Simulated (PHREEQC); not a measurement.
# Reverse-osmosis permeate (model solution)

A made-up water analysis in mg/kgw, 20 °C, pH 6.42, pe -0:

| constituent | mg/kgw |
|---|---|
| Na | 0.485 |
| K | 0.104 |
| Ca | 1.4 |
| Mg | 0.898 |
| Cl | 2.33 |
| S(6) as SO4 | 2.89 |
| Alkalinity as HCO3 | 0.473 |
| Li | 0.00148 |

Valence states are taken as typed.

Equilibrium calculation in PHREEQC: ion-association model, phreeqc.dat.

Precipitation was switched off in this run.

**Question.** Predict the charge-balance error.

**Answer.** charge-balance error 11.3 %.

**Question.** In which forms is C present?

**Answer.** HCO3- 53 %, CO2 47 % of the C.
